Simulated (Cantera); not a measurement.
A closed system holds: 1 mol SiC, 1.5 mol CO2, a varied amount of H2, equilibrated at 1975 K and 1 atm.

Method: chemical equilibrium by Gibbs-energy minimisation in Cantera with the NASA 1993 tables (ideal gas, pure condensed phases). Candidate condensed phases: C, C6H6, C7H8, C8H18, H2O, Si, SiC, SiO2; 123 gas species. Gases not in the tables: Si2H6 and higher silanes. Equilibrium is a limit: real reactors are often held back by kinetics, nucleation or transport.

Q: At 3.7 mol H2, list the 6 most abundant gas species with their mole fractions, and the condensed phases.

A: H2 0.551, CO 0.336, SiO 0.112, H 0.00101, H2O 0.000150, CH4 2.27e-5. Condensed: SiC(s).
